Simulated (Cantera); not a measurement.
An adiabatic, constant-volume homogeneous reactor starts with CH₄ : C₂H₆ : O₂ : N₂ = 1 : 0.073 : 0.902 : 3.25 (molar parts), at 1625 K and 1.01 bar.

Detailed kinetics in Cantera: GRI-Mech 3.0 (53 species, 325 reactions).

x: mole fraction; the columns are a selection and need not sum to one.

```
t (s)     T (K)  P (bar)     x CH₄   x C₂H₆     x O₂     x H₂O      x H₂
--------  -----  -------  --------  -------  -------  --------  --------
1.00e-6    1624     1.01     0.191   0.0139    0.173   7.35e-7   1.09e-6
2.39e-6    1624     1.01     0.191   0.0138    0.173       ___       ___
5.72e-6    1622     1.01     0.191   0.0136    0.173   3.16e-5   3.23e-5
1.37e-5    1619     1.01     0.191   0.0131    0.172  0.000244  0.000251
3.27e-5    1620     1.01     0.188   0.0120    0.171   0.00166   0.00171
7.82e-5    1654     1.04     0.177  0.00926    0.162   0.00980   0.00940
0.000187   2678     2.09       ___      ___      ___       ___     0.220
0.000447   2641     2.10   1.41e-8   <1e-12  7.30e-6    0.0877     0.237
0.00107    2637     2.10  2.28e-10   <1e-12  8.23e-6    0.0877     0.237
0.00256    2638     2.10  2.09e-10   <1e-12  8.34e-6    0.0878     0.237
0.00612    2638     2.10  2.04e-10   <1e-12  8.38e-6    0.0879     0.237
0.0146     2638     2.10  2.04e-10   <1e-12  8.39e-6    0.0879     0.237
0.0350     2638     2.10  2.04e-10   <1e-12  8.39e-6    0.0879     0.237
0.0836     2638     2.10  2.04e-10   <1e-12  8.39e-6    0.0879     0.237
0.200      2638     2.10  2.04e-10   <1e-12  8.39e-6    0.0879     0.237
```

Fill in the missing entries.


- 2.39e-6, x H₂O: 4.64e-6
- 2.39e-6, x H₂: 5.11e-6
- 0.000187, x CH₄: 0.00106
- 0.000187, x C₂H₆: 1.01e-7
- 0.000187, x O₂: 5.87e-6
- 0.000187, x H₂O: 0.103
